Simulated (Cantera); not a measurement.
Cantera with NASA thermochemical tables; ideal gases at 1 bar, condensed phases pure. Values are per mole of reaction as written; species without (g) are pure solids or liquids, kept so even where they would boil at 1 bar.

Task: Between 400 and 550 K, where is each reaction favourable under standard conditions?
- 1.333 Ti + O2(g) → 0.6667 Ti2O3
- C + O2(g) → CO2(g)
- 2 B + O2(g) → B2O2(g)

Result: 
- 1.333 Ti + O2(g) → 0.6667 Ti2O3: ΔG° is -936 kJ at 400 K and -908 kJ at 550 K; it stays negative (K > 1). ΔH° is -1010 kJ and ΔS° -185 J/K at 550 K.
- C + O2(g) → CO2(g): ΔG° is -395 kJ at 400 K and -395 kJ at 550 K; it stays negative (K > 1). ΔH° is -394 kJ and ΔS° 2 J/K at 550 K.
- 2 B + O2(g) → B2O2(g): ΔG° is -466 kJ at 400 K and -470 kJ at 550 K; it stays negative (K > 1). ΔH° is -456 kJ and ΔS° 27 J/K at 550 K.
